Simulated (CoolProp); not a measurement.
A single-stage vapour-compression cycle with the fluid: evaporating at 203.15 K (dew point), condensing at 232.15 K (bubble point), superheat 0 K, subcooling 2 K, compressor efficiency 0.7, no pressure losses. The same conditions are run with several fluids, on thermodynamics alone (safety and materials aside).

Values from CoolProp's reference Helmholtz-energy equation of state of each fluid (carbonyl sulfide: Lemmon 2006; R13: Platzer 1990; hydrogen sulfide: Lemmon 2006; CH3F (R41): Lemmon 2006; fluoroethane (R161): Wu 2012; chlorine: Thol 2021). The equations of Platzer and Polt are older, rougher fits.

| fluid | cooling COP | pressure ratio | discharge temperature (K) | refrigerating effect (kJ/kg) | volumetric capacity (kJ/m³) |
|---|---|---|---|---|---|
| carbonyl sulfide | [?] | [?] | 306.6 | [?] | 382 |
| R13 | 4.30 | [?] | [?] | 118 | 1400 |
| hydrogen sulfide | 4.30 | 4.08 | 322.1 | 504 | 623 |
| CH3F (R41) | 4.29 | 3.52 | 296.7 | 418 | 1400 |
| fluoroethane (R161) | [?] | 4.99 | 288.3 | 406 | 201 |
| chlorine | 4.24 | 4.90 | 344.5 | 281 | 178 |

### Question
Complete the blanks.

### Answer

- carbonyl sulfide, cooling COP: 4.37
- carbonyl sulfide, pressure ratio: 4.17
- carbonyl sulfide, refrigerating effect (kJ/kg): 290
- R13, pressure ratio: 3.24
- R13, discharge temperature (K): 258.2
- fluoroethane (R161), cooling COP: 4.43
